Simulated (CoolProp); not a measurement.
Dimethyl carbonate at several states: Z from the reference equation and from simpler models built on Tc = 557.0 K, pc = 4.909 MPa, ω = 0.346; each cubic takes its own stable root.

Computed with CoolProp (reference Helmholtz-energy equation of state, Zhou 2011).

| T (K) | p (MPa) | phase | reference | van der Waals | Soave-Redlich-Kwong |
|---|---|---|---|---|---|
| 500.6 | 0.0251 | gas | 0.9975 | 0.9980 | 0.9975 |
| 508.4 | 0.171 | gas | 0.9837 | 0.9870 | 0.9836 |
| 408.6 | 9.92 | liquid | 0.2841 | 0.4640 | 0.3155 |
| 458.1 | 5.43 | liquid | 0.1532 | 0.2531 | 0.1731 |
| 501 | 3.37 | liquid | 0.09831 | 0.1706 | 0.1164 |
| 460.4 | 0.299 | gas | 0.9601 | 0.9708 | 0.9597 |
